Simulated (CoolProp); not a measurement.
Sulfur dioxide at several states: fugacity coefficient from the reference equation and from simpler models built on Tc = 157.5 °C, pc = 7.887 MPa, ω = 0.256; each cubic takes its own stable root.

The numbers come from the reference Helmholtz-energy equation of state, Gao 2016 in CoolProp.

```json
[
 {"T (°C)": "-35.85", "p (MPa)": "1.28", "phase": "liquid", "reference": "0.02182"},
 {"T (°C)": "67.45", "p (MPa)": "2.24", "phase": "liquid", "reference": "0.5239"},
 {"T (°C)": "176.55", "p (MPa)": "0.0213", "phase": "gas", "reference": "0.9992"},
 {"T (°C)": "194.35", "p (MPa)": "0.0333", "phase": "gas", "reference": "0.9989"},
 {"T (°C)": "199.75", "p (MPa)": "2.09", "phase": "gas", "reference": "0.9348"},
 {"T (°C)": "72.85", "p (MPa)": "0.655", "phase": "gas", "reference": "0.9380"}
]
```

### Question
How far does each simpler model (van der Waals, Redlich-Kwong, Soave-Redlich-Kwong, Peng-Robinson) lie from the reference over these 6 states: mean and median of the absolute difference, and the worst?

### Answer
- van der Waals: mean 232.3 %, median 1.3 %, worst +1328.5 % at -35.85 °C and 1.28 MPa
- Redlich-Kwong: mean 26.5 %, median 0.7 %, worst +126.4 % at -35.85 °C and 1.28 MPa
- Soave-Redlich-Kwong: mean 0.6 %, median 0.3 %, worst +2.5 % at 67.45 °C and 2.24 MPa
- Peng-Robinson: mean 0.8 %, median 0.3 %, worst +3.5 % at -35.85 °C and 1.28 MPa

At some of these states van der Waals gives the other phase, because its saturation line lies elsewhere.
